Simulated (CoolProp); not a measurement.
Vapour-liquid equilibrium of R1234yf (1) + R134a (2) at 303.4 K; x and y are mole fractions of (1).

Model: multi-fluid Helmholtz-energy mixture model, Lemmon 2022 and Tillner-Roth 1994; pair parameters Bell 2022, in CoolProp.

Q: Give the bubble pressure and the first vapour's composition at x = 0.2, 0.65, 0.95. Is there an azeotrope?

A: x = 0.2: 0.8048 MPa, y = 0.218; x = 0.65: 0.8207 MPa, y = 0.642; x = 0.95: 0.7961 MPa, y = 0.944. y crosses x between x = 0.5 and 0.65: the model has an azeotrope there.

The pair parameters rest on a limited set of measurements; away from them the model extrapolates.
